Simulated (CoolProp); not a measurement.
R245ca along the isotherm 176.85 °C: fugacity coefficient from the reference equation and from simpler models built on Tc = 174.4 °C, pc = 39.41 bar, ω = 0.355; each cubic takes its own stable root.

The numbers come from the reference Helmholtz-energy equation of state, Zhou 2016 in CoolProp.

| p (bar) | phase | reference | Soave-Redlich-Kwong | Peng-Robinson |
|---|---|---|---|---|
| 1.23 | gas | 0.9892 | 0.9896 | 0.9884 |
| 2.46 | gas | 0.9785 | 0.9792 | 0.9769 |
| 3.69 | gas | 0.9679 | 0.9689 | 0.9654 |
| 4.93 | gas | 0.9572 | 0.9585 | 0.9539 |
| 6.16 | gas | 0.9466 | 0.9482 | 0.9426 |
| 7.39 | gas | 0.9361 | 0.9380 | 0.9314 |
| 8.62 | gas | 0.9257 | 0.9278 | 0.9202 |
| 9.85 | gas | 0.9153 | 0.9177 | 0.9091 |
| 11.1 | gas | 0.9047 | 0.9074 | 0.8978 |
| 12.3 | gas | 0.8947 | 0.8976 | 0.8871 |
| 13.5 | gas | 0.8846 | 0.8877 | 0.8764 |
| 14.8 | gas | 0.8738 | 0.8771 | 0.8649 |
| 16 | gas | 0.8638 | 0.8674 | 0.8543 |
| 17.2 | gas | 0.8538 | 0.8576 | 0.8438 |
| 18.5 | gas | 0.8431 | 0.8471 | 0.8324 |
| 19.7 | gas | 0.8331 | 0.8373 | 0.8220 |
